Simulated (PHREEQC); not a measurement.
Consider water at 20 °C with 0.0064 mol/kgw CuCl2, 0.0012 mol/kgw HCl and 0.0011 mol/kgw H3BO3. Closed to the air; pH follows from the charge balance.

Model: ion-association model, wateq4f.dat, run in PHREEQC.

Question: The ionic strength comes out as 0.0202 mol/kgw. What activity coefficients do H+, Cl-, Cu+2, CuCl+ get?

Answer: H+ 0.89, Cl- 0.87, Cu+2 0.60, CuCl+ 0.87.

This is a speciation only: nothing precipitates in the calculation. Complexes and solids missing from the database can't appear.
